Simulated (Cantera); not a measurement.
Charge: 1 mol SiCl4, 3 mol HCl, 15 mol H2, held at 798 K and 53000 Pa.

Cantera equilibrium calculation (NASA polynomials, part measured and part estimated; ideal gas, pure solids and liquids). Candidate condensed phases: Si; 19 gas species. The numbers say what is thermodynamically allowed, not how fast it happens.

Q: What is the equilibrium state?

A: 
```json
{
  "x(H2)": "0.789",
  "x(HCl)": "0.158",
  "x(SiCl4)": "0.0524",
  "x(SiHCl3)": "0.000230",
  "gas_amount": "19.00 mol",
  "log10 activity of Si(s) (absent)": "-8.43"
}
```
